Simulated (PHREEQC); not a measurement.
Dissolve 170 mmol/kgw Pb(NO3)2, 0.35 mmol/kgw CuCl2, 54 mmol/kgw HCl and 0.033 mmol/kgw Na2SO4 at 70 °C. Closed to the air; pH follows from the charge balance.

Computed with PHREEQC (ion-association model, wateq4f.dat).

No solid was allowed to form.

What pH does the model give?

pH 1.39.

In which forms is Cu present?

Cu+2 92 %, CuCl+ 8.1 % of the Cu.

Away from 25 °C the constants follow the database's enthalpies or fits; those with neither stay at their 25 °C values.
